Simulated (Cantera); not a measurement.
What does this Cantera script print?

```python
import numpy as np
import cantera as ct

gas = ct.Solution("h2o2.yaml")
gas.TPX = 673, 13332, {'H2': 1, 'O2': 0.714, 'N2': 2.69}
flame = ct.FreeFlame(gas, width=0.16)
flame.set_refine_criteria(ratio=3, slope=0.08, curve=0.16)
flame.transport_model = "mixture-averaged"
flame.solve(loglevel=0, auto=True)
z, T = flame.grid, flame.T
thick = (T[-1] - T[0]) / np.gradient(T, z).max()
show = ['H2', 'O2', 'OH', 'H', 'H2O', 'H2O2']
print(f"laminar burning velocity  {flame.velocity[0] * 100:.3f} cm/s")
print(f"burnt temperature         {T[-1]:.1f} K")
print(f"thermal thickness         {thick * 1e3:.4f} mm")
print(f"grid points               {len(z)}")
z0 = z[flame.heat_release_rate.argmax()]
print(f"{'z/mm':>9s}{'T/K':>9s}{'u/(m/s)':>9s}" + "".join(f"{s:>11s}" for s in show))
rows = []
for k in (-3, -2, -1.5, -1, -0.5, -0.25, 0, 0.25, 0.5, 1, 2, 4, 8):
    zz = z0 + k * thick
    rows.append([k * thick, np.interp(zz, z, T), np.interp(zz, z, flame.velocity),
                 *(np.interp(zz, z, flame.X[gas.species_index(s)]) for s in show)])
    print(f"{rows[-1][0] * 1e3:9.3f}{rows[-1][1]:9.1f}{rows[-1][2]:9.3f}" + "".join(f"{x:11.3e}" for x in rows[-1][3:]))
```

It prints:

```
laminar burning velocity  645.963 cm/s
burnt temperature         2243.6 K
thermal thickness         7.1246 mm
grid points               124
     z/mm      T/K  u/(m/s)         H2         O2         OH          H        H2O       H2O2
  -21.374    673.0    6.460  2.271e-01  1.621e-01  5.625e-17  1.185e-14  1.955e-13  3.749e-14
  -14.249    673.0    6.460  2.271e-01  1.621e-01  3.108e-14  6.995e-12  4.447e-12  3.938e-14
  -10.687    673.0    6.460  2.271e-01  1.621e-01  5.005e-12  1.219e-09  3.420e-10  1.480e-13
   -7.125    673.0    6.460  2.271e-01  1.621e-01  1.582e-09  3.409e-07  6.695e-08  8.578e-11
   -3.562    679.3    6.514  2.256e-01  1.620e-01  2.221e-05  3.734e-04  4.917e-04  2.965e-07
   -1.781    775.6    7.371  2.055e-01  1.584e-01  2.950e-04  7.568e-03  1.092e-02  4.059e-07
    0.000   1107.7   10.247  9.152e-02  1.154e-01  3.454e-03  5.042e-02  9.807e-02  9.309e-07
    1.781   1358.3   12.409  2.771e-02  7.217e-02  7.978e-03  6.127e-02  1.710e-01  9.765e-07
    3.562   1475.4   13.383  2.468e-02  6.680e-02  1.023e-02  5.219e-02  1.809e-01  7.209e-07
    7.125   1610.7   14.475  2.418e-02  6.369e-02  1.281e-02  4.040e-02  1.889e-01  4.226e-07
   14.249   1756.4   15.616  2.234e-02  6.078e-02  1.517e-02  2.863e-02  1.985e-01  2.215e-07
   28.498   1901.9   16.723  1.892e-02  5.819e-02  1.661e-02  1.820e-02  2.094e-01  1.201e-07
   56.997   2035.9   17.715  1.428e-02  5.612e-02  1.654e-02  1.004e-02  2.209e-01  7.382e-08
```

Cantera simulation using the H2/O2 subset of GRI-Mech 3.0, which has no nitrogen chemistry; the numbers are that mechanism's predictions, not measurements. Burning velocities carry a grid error of a few per cent, more on coarse grids.
